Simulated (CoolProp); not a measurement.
Vapour-liquid equilibrium of n-heptane (1) + n-dodecane (2) at 83.65 °C; x and y are mole fractions of (1).

Model: multi-fluid Helmholtz-energy mixture model, Span 2003 and Lemmon 2004; pair parameters Bell 2016, in CoolProp.

```tsv
x	bubble pressure, mixture model (bar)	bubble pressure, Raoult's law (bar)	y, mixture model	y, Raoult's law
0.05	0.03838	0.04065	0.778	0.791
0.125	0.08505	0.08823	…	0.911
0.2	…	0.1358	0.946	0.947
0.275	0.1833	0.1834	0.964	0.965
0.35	0.2330	0.2310	0.975	0.975
0.425	0.2824	0.2786	0.981	0.982
0.5	0.3309	0.3262	0.986	0.986
0.575	0.3785	0.3737	0.989	0.990
0.65	0.4252	0.4213	…	0.993
0.725	0.4713	0.4689	0.994	0.995
0.8	0.5173	0.5165	0.996	0.997
0.875	0.5635	0.5641	0.998	0.998
0.95	…	0.6117	0.999	0.999
```

**Question.** What belongs in the gaps?

**Answer.** 
- 0.125, y, mixture model: 0.907
- 0.2, bubble pressure, mixture model (bar): 0.1337
- 0.65, y, mixture model: 0.992
- 0.95, bubble pressure, mixture model (bar): 0.6109

The largest gap from Raoult's law is -5.6 % in bubble pressure, at x = 0.05. No azeotrope shows between x = 0.05 and 0.95.

Pair parameters are fitted to limited data, so mixtures are less certain than the pure fluids. The gap from Raoult's law changes sign with composition, which may be real or a fault of the pair parameters; it wasn't checked against measurements.
